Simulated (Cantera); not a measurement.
Cantera run:

```python
import numpy as np
import cantera as ct

gas_names = """
    N2O N2
""".split()
cond_names = """
    Cu(cr) Cu(L) Cu2O(s) Cu2O(L)
""".split()


# ... load() reads the species with a 1 bar reference pressure and builds the phases ...
species = {s.name: s for s in load("nasa_gas.yaml", gas_names) + load("nasa_condensed.yaml", cond_names)}
# Each term lists the table entries of one substance; the one whose range holds T is used.
reactions = {
    'N2O(g) + 2 Cu = Cu2O + N2(g)':
        [(-1, ['N2O']), (-2, ['Cu(cr)', 'Cu(L)']), (1, ['Cu2O(s)', 'Cu2O(L)']), (1, ['N2'])],
}


def pick(names, T):
    return next(species[n] for n in names if species[n].thermo.min_temp <= T <= species[n].thermo.max_temp)


results = []
for label, terms in reactions.items():
    print(label)
    print("     T/K   dH/kJ  dS/(J/K)   dG/kJ   log10 K")
    for T in [2498, 2573, 2648, 2723, 2798]:
        used = [(nu, pick(names, T)) for nu, names in terms]
        dH = sum(nu * s.thermo.h(T) for nu, s in used) / 1e6
        dS = sum(nu * s.thermo.s(T) for nu, s in used) / 1e3
        dG = dH - T * dS / 1e3
        logK = -dG * 1e6 / (ct.gas_constant * T * np.log(10))
        results.append((label, T, dH, dS, dG, logK, [s.name for _, s in used]))
        print(f"{T:8g} {dH:8.1f} {dS:8.1f} {dG:8.1f} {logK:8.2f}")
```

It prints:

```
N2O(g) + 2 Cu = Cu2O + N2(g)
     T/K   dH/kJ  dS/(J/K)   dG/kJ   log10 K
    2498   -202.0     29.7   -276.1     5.77
    2573   -201.4     29.9   -278.4     5.65
    2648   -200.8     30.2   -280.6     5.54
    2723   -200.1     30.4   -282.9     5.43
    2798   -199.5     30.6   -285.2     5.32
```

Source: NASA polynomial tables (part measured, part estimated), evaluated in Cantera. Condensed species are held in their standard states even where they would react or evaporate.
